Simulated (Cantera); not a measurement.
Charge: 1 mol Si3H8, 0.39 mol HCl, 5.1 mol N2, at 1477 °C and 0.133 bar.

Method: chemical equilibrium by Gibbs-energy minimisation in Cantera with the NASA 1993 tables (ideal gas, pure condensed phases). Candidate condensed phases: NH4Cl, Si, Si3N4; 28 gas species. The feed counts by its element totals alone. The tables' values for SiCl3 are old estimates; treat these amounts as uncertain. Kinetics and transport are ignored.

Base state: H2 0.535, N2 0.415, HCl 0.0472, SiCl2 0.00232, H 0.000466, SiCl3 3.46e-5, Cl 3.17e-5 (mole fractions); condensed: Si3N4(s).

What changes in the equilibrium state with this change: Si3H8 replaced by SiH2Cl2?


| species | before | after |
|---|---|---|
| N2 | 0.415 | 0.675 |
| HCl | 0.0472 | 0.138 |
| H2 | 0.535 | 0.0961 |
| SiCl2 | 0.00232 | 0.0804 |
| SiCl4 | 9.16e-7 | 0.00152 |
| SiCl3 | 3.46e-5 | 0.00830 |
| SiHCl3 | 2.30e-6 | 0.000234 |
| Cl | 3.17e-5 | 0.000219 |
| Si3N4(s), mol | 0.994 | 0.116 |
The tables' values for SiCl3, SiCl are old estimates; treat these amounts as uncertain.
